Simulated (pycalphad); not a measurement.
All values are pycalphad results on the COST 507 light-alloy database (1999) (1 atm), not direct measurements. No gas phase is included, though pure Al would boil below 2850 K. The data set is of 1999 and partly superseded. The system is extrapolated from its subsystems; higher-order compounds may be missing. Kinetics are ignored, which matters at the lower temperatures.

### Question
How does the equilibrium phase assembly of Ti-5.58Al-4.11C (at.%) change on cooling from 2850 K to 530 K?

### Answer
```csv
T (K),phases above,phases below
2114.6,liquid,fcc + liquid
1949.7,fcc + liquid,bcc + fcc + liquid
1944.3,bcc + fcc + liquid,bcc + fcc
1240.8,bcc + fcc,bcc + fcc + hcp
1221.9,bcc + fcc + hcp,fcc + hcp
```
Changes were sought between steps of 40 K, so a narrower field can be missed.

The fcc model also describes the rock-salt carbide or nitride (TiC, TiN, HfC).
